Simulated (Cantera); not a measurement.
An isothermal, constant-pressure homogeneous reactor starts with N₂O : O₂ = 1 : 0.15 (molar parts), at 1025 K and 100.0 Torr.

Model: GRI-Mech 3.0 (53 species, 325 reactions), integrated in Cantera. GRI-Mech 3.0 was tuned for natural gas; its chemistry of N2O as a main component is partial and can be far from experiment. The mechanism lacks the step 2 NO + O2 → 2 NO2, which can matter for NO2 below about 1400 K. The temperature is held fixed by assumption; the heat of reaction is taken as removed at once.

x: mole fraction; the columns are a selection and need not sum to one.

```json
[
 {"t (s)": "2.00e-5", "x N₂O": "0.870", "x O₂": "0.130", "x N₂": "1.57e-8", "x NO": "1.24e-10", "x NO₂": "<1e-12", "x O": "1.31e-8"},
 {"t (s)": "7.66e-5", "x N₂O": "0.870", "x O₂": "0.130", "x N₂": "7.09e-8", "x NO": "[?]", "x NO₂": "<1e-12", "x O": "3.87e-8"},
 {"t (s)": "0.000294", "x N₂O": "0.870", "x O₂": "0.130", "x N₂": "3.47e-7", "x NO": "[?]", "x NO₂": "<1e-12", "x O": "6.88e-8"},
 {"t (s)": "0.00112", "x N₂O": "0.870", "x O₂": "0.130", "x N₂": "1.51e-6", "x NO": "[?]", "x NO₂": "<1e-12", "x O": "7.27e-8"},
 {"t (s)": "0.00431", "x N₂O": "0.870", "x O₂": "0.130", "x N₂": "5.99e-6", "x NO": "[?]", "x NO₂": "<1e-12", "x O": "7.27e-8"},
 {"t (s)": "0.0165", "x N₂O": "0.870", "x O₂": "0.130", "x N₂": "2.31e-5", "x NO": "[?]", "x NO₂": "9.87e-12", "x O": "7.27e-8"},
 {"t (s)": "0.0632", "x N₂O": "0.869", "x O₂": "0.130", "x N₂": "8.89e-5", "x NO": "[?]", "x NO₂": "1.45e-10", "x O": "7.27e-8"},
 {"t (s)": "0.242", "x N₂O": "0.869", "x O₂": "0.131", "x N₂": "0.000341", "x NO": "[?]", "x NO₂": "2.07e-9", "x O": "7.27e-8"},
 {"t (s)": "0.928", "x N₂O": "0.868", "x O₂": "0.131", "x N₂": "0.00130", "x NO": "[?]", "x NO₂": "2.72e-8", "x O": "7.27e-8"},
 {"t (s)": "3.56", "x N₂O": "0.862", "x O₂": "0.133", "x N₂": "0.00497", "x NO": "[?]", "x NO₂": "2.76e-7", "x O": "7.27e-8"},
 {"t (s)": "13.6", "x N₂O": "0.842", "x O₂": "0.138", "x N₂": "0.0188", "x NO": "[?]", "x NO₂": "1.67e-6", "x O": "7.26e-8"},
 {"t (s)": "52.2", "x N₂O": "0.770", "x O₂": "0.159", "x N₂": "0.0677", "x NO": "[?]", "x NO₂": "6.82e-6", "x O": "7.20e-8"},
 {"t (s)": "200", "x N₂O": "0.559", "x O₂": "0.220", "x N₂": "0.212", "x NO": "[?]", "x NO₂": "2.21e-5", "x O": "6.96e-8"}
]
```

Task: Some entries are withheld; supply them.

Result: 
- 7.66e-5, x NO: 1.53e-9
- 0.000294, x NO: 1.32e-8
- 0.00112, x NO: 6.81e-8
- 0.00431, x NO: 2.80e-7
- 0.0165, x NO: 1.09e-6
- 0.0632, x NO: 4.20e-6
- 0.242, x NO: 1.61e-5
- 0.928, x NO: 6.16e-5
- 3.56, x NO: 0.000235
- 13.6, x NO: 0.000885
- 52.2, x NO: 0.00319
- 200, x NO: 0.00989
